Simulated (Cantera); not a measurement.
A perfectly stirred reactor is fed with H2 : O2 : N2 = 1.4 : 1 : 0.81 (molar parts), at 100.0 Torr; it is held at 975 K, and followed from long to short residence time.

Computed with Cantera and the H2/O2 subset of GRI-Mech 3.0, which has no nitrogen chemistry. Radical loss at walls, strong at low pressure, is not modelled. The temperature is held fixed by assumption; the heat of reaction is taken as removed at once.

Q: What does this change do: H2 1.4 to 5.3 parts?

A: 
```
quantity                 before    after
---------------------  --------  -------
x(H2) at τ = 0.320 s    0.00999    0.539
x(O2) at τ = 0.320 s      0.124  0.00111
x(OH) at τ = 0.320 s    9.12e-5  5.38e-6
x(HO2) at τ = 0.320 s   5.30e-5  4.99e-7
x(O) at τ = 0.320 s     7.25e-5  1.95e-6
x(H2) at τ = 6.30 ms     0.0533    0.532
x(O2) at τ = 6.30 ms      0.143  0.00843
x(OH) at τ = 6.30 ms   0.000756  7.24e-5
x(HO2) at τ = 6.30 ms   7.50e-5  3.60e-6
x(O) at τ = 6.30 ms    0.000897  9.69e-5
```
